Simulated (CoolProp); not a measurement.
A simple Rankine cycle with chlorine: condensing at 331.15 K, boiler at 6.16 MPa, turbine inlet 417.2 K, turbine efficiency 0.75, pump efficiency 0.8, no recuperator. Each further row changes one setting.

Computed with CoolProp (reference Helmholtz-energy equation of state, Thol 2021).

```tsv
case	thermal efficiency (%)	net work (kJ/kg)	heat in (kJ/kg)	turbine exit temperature (K)	volume ratio over the turbine
as stated	10.6	23.4	221	331.2	3.24
turbine inlet 437.2 K	11.1	27.0	243	331.2	3.00
condensing temperature 323.15 K	11.7	26.8	229	323.1	3.83
boiler pressure 4.31 MPa	8.7	21.4	247	341.3	2.18
turbine efficiency 0.65	8.9	19.7	221	331.2	3.30
```

The expansion ends wet for: as stated; turbine inlet 437.2 K; condensing temperature 323.15 K; turbine efficiency 0.65.
